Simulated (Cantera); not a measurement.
A closed system holds: 1 mol S, 0.4 mol H2, 0.54 mol SO2, held at 3223 K and 0.248 Torr.

Equilibrium computed with Cantera from the NASA thermochemical tables; the gas is ideal and each condensed phase is pure. Candidate condensed phases: H2O, H2SO4, S; 19 gas species. The numbers say what is thermodynamically allowed, not how fast it happens.

Base state: S 0.446, O 0.310, H 0.235, SO 0.00699, O2 0.000595, OH 0.000450, S2 0.000305, H2 0.000204 (mole fractions); condensed: gas only.

What changes in the equilibrium state with this change: temperature from 3223 K to 2175 K?


```csv
species,before,after
SO,0.00699,0.283
S,0.446,0.177
SO2,2.15e-5,0.135
O,0.310,0.00213
H2O,1.00e-6,0.0396
H2,0.000204,0.126
S2,0.000305,0.124
SH,9.48e-5,0.0128
H,0.235,0.0955
H2S,4.86e-9,0.000307
S2O,5.83e-8,0.000465
```

What changes in the equilibrium state with this change: SO2 from 0.54 to 0.0035 mol?


```json
[
 {"species": "S", "before": "0.446", "after": "0.554"},
 {"species": "H", "before": "0.235", "after": "0.441"},
 {"species": "O", "before": "0.310", "after": "0.00376"},
 {"species": "O2", "before": "0.000595", "after": "8.74e-8"},
 {"species": "SO2", "before": "2.15e-5", "after": "3.92e-9"}
]
```
